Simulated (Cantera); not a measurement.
Source: NASA polynomial tables (part measured, part estimated), evaluated in Cantera. Values are per mole of reaction as written; species without (g) are pure solids or liquids, kept so even where they would boil at 1 bar. TaC: taken at fixed stoichiometry.

Question: Between 1250 and 2050 K, where is each reaction favourable under standard conditions?
- 12 C2H2(g) + 9 TaO2(g) = 9 TaC + 4 C2H5OH(g) + 7 CO2(g)

Answer: 
- 12 C2H2(g) + 9 TaO2(g) = 9 TaC + 4 C2H5OH(g) + 7 CO2(g): ΔG° is -3499 kJ at 1250 K and -2005 kJ at 2050 K; it stays negative (K > 1). ΔH° is -5758 kJ and ΔS° -1831 J/K at 2050 K.
